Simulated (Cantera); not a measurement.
Input: 1 mol SO₂, 0.5 mol H₂, 5.4 mol N₂, equilibrated at 1548 K and 10.0 Pa.

These are equilibrium values from Cantera (NASA tables, ideal gas, pure condensed phases), not measurements of a reactor. Rates play no part.

| species | before | after |
|---|---|---|
| N₂ | 0.789 | 0.743 |
| SO₂ | 0.116 | 0.0860 |
| H | 0.000477 | 0.0493 |
| SO | 0.0120 | 0.0443 |
| O | 5.46e-7 | 0.0138 |
| H₂O | 0.0486 | 0.0220 |
| H₂ | 0.0240 | 0.0185 |
| O₂ | 5.11e-7 | 0.00701 |
| NO | 2.40e-6 | 0.00188 |
| OH | 3.23e-5 | 0.00730 |
| S₂ | 0.00863 | 0.000104 |
| H₂S | 6.46e-5 | 8.08e-7 |
| S₂O | 4.77e-5 | 1.37e-6 |
Gas species are given as mole fractions.

Task: Name the change that produced these shifts.
A. H₂ from 0.5 to 0.67 mol
B. 0.78 mol H₂O added
C. temperature from 1548 K to 2125 K
D. pressure from 10.0 Pa to 13.3 mbar

Result: C, temperature from 1548 K to 2125 K
